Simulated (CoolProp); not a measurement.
Vapour-liquid equilibrium of toluene (1) + o-xylene (2) at 100.65 °C; x and y are mole fractions of (1).

Model: multi-fluid Helmholtz-energy mixture model, Lemmon 2006 and Zhou 2012; pair parameters Bell 2016, in CoolProp.

Q: Give the bubble pressure and the first vapour's composition at x = 0.35, 0.5, 0.8. Is there an azeotrope?

A: x = 0.35: 44.10 kPa, y = 0.598; x = 0.5: 51.56 kPa, y = 0.735; x = 0.8: 66.15 kPa, y = 0.915. No azeotrope shows between x = 0.05 and 0.95.

The pair parameters rest on a limited set of measurements; away from them the model extrapolates.
